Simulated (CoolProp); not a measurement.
Saturation properties of R1233zd(E) (Tc = 438.9 K, pc = 3.583 MPa, ω = 0.304).

Model: reference Helmholtz-energy equation of state, Akasaka 2022, in CoolProp.

```json
[
 {"T (K)": "208.2", "p (MPa)": "0.0009340", "liquid density (kg/m³)": "1460", "vapour Z": "0.9989"},
 {"T (K)": "210.9", "p (MPa)": "0.001168", "liquid density (kg/m³)": "1455", "vapour Z": "0.9986"},
 {"T (K)": "213.6", "p (MPa)": "0.001450", "liquid density (kg/m³)": "1449", "vapour Z": "0.9984"},
 {"T (K)": "216.3", "p (MPa)": "0.001789", "liquid density (kg/m³)": "1444", "vapour Z": "0.9981"},
 {"T (K)": "219", "p (MPa)": "0.002194", "liquid density (kg/m³)": "1438", "vapour Z": "0.9977"},
 {"T (K)": "221.7", "p (MPa)": "0.002674", "liquid density (kg/m³)": "1433", "vapour Z": "0.9974"},
 {"T (K)": "224.4", "p (MPa)": "0.003241", "liquid density (kg/m³)": "1427", "vapour Z": "0.9969"},
 {"T (K)": "227.1", "p (MPa)": "0.003906", "liquid density (kg/m³)": "1421", "vapour Z": "0.9964"},
 {"T (K)": "229.8", "p (MPa)": "0.004684", "liquid density (kg/m³)": "1416", "vapour Z": "0.9959"},
 {"T (K)": "232.5", "p (MPa)": "0.005587", "liquid density (kg/m³)": "1410", "vapour Z": "0.9953"},
 {"T (K)": "235.2", "p (MPa)": "0.006633", "liquid density (kg/m³)": "1404", "vapour Z": "0.9946"},
 {"T (K)": "237.8", "p (MPa)": "0.007791", "liquid density (kg/m³)": "1399", "vapour Z": "0.9939"},
 {"T (K)": "240.5", "p (MPa)": "0.009166", "liquid density (kg/m³)": "1393", "vapour Z": "0.9931"},
 {"T (K)": "243.2", "p (MPa)": "0.01074", "liquid density (kg/m³)": "1387", "vapour Z": "0.9922"}
]
```

It boils at 291.3 K under 1 atm.
